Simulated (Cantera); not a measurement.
# Gas activation for diamond growth

An isothermal, constant-pressure homogeneous reactor starts with 1.95 % CH₄, 97.4 % H₂, 0.662 % O₂, equivalence ratio 79, at 2348 K and 25.5 Torr.

Model: GRI-Mech 3.0 (53 species, 325 reactions), integrated in Cantera. GRI-Mech 3.0 stops at C3 and has no aromatics, soot or wall deposition, so with more carbon than oxygen in the feed, carbon stays in small species such as C2H2 where larger ones or solid carbon would form. Radical loss at walls, strong at low pressure, is not modelled.

| t (s) | x CH₄ | x H₂ | x O₂ | x CO₂ | x CH₂ | x CH₂CO |
|---|---|---|---|---|---|---|
| 2.00e-5 | 0.0193 | 0.974 | 0.00659 | 2.11e-9 | 6.75e-8 | <1e-12 |
| 7.96e-5 | 0.0187 | 0.972 | 0.00626 | 1.79e-7 | 1.63e-6 | 9.45e-10 |
| 0.000317 | 0.0152 | 0.958 | 0.00209 | 1.11e-5 | 4.83e-5 | 3.42e-7 |
| 0.00126 | 0.00760 | 0.952 | 2.21e-8 | 4.18e-6 | 7.78e-5 | 4.57e-7 |
| 0.00502 | 0.00151 | 0.950 | 4.99e-9 | 2.82e-6 | 3.20e-5 | 8.59e-7 |
| 0.0200 | 0.000420 | 0.945 | 4.53e-9 | 6.75e-6 | 1.61e-5 | 5.85e-7 |
| 0.0796 | 0.000133 | 0.936 | 6.01e-10 | 4.25e-6 | 9.36e-6 | 9.64e-8 |
| 0.317 | 1.01e-5 | 0.923 | <1e-12 | 3.03e-8 | 1.28e-6 | 6.21e-10 |
| 1.26 | 4.23e-6 | 0.920 | <1e-12 | 4.31e-11 | 5.94e-7 | 8.20e-11 |
| 5.02 | 4.23e-6 | 0.920 | <1e-12 | 4.31e-11 | 5.94e-7 | 8.20e-11 |
| 20.0 | 4.23e-6 | 0.920 | <1e-12 | 4.31e-11 | 5.94e-7 | 8.20e-11 |
x: mole fraction; the columns are a selection and need not sum to one.

Equilibrium at this temperature and pressure: CH₄ 4.27e-6, H₂ 0.920, O₂ <1e-12, CO₂ 4.35e-11, CH₂ 6.00e-7, CH₂CO 8.28e-11 (gas phase only).
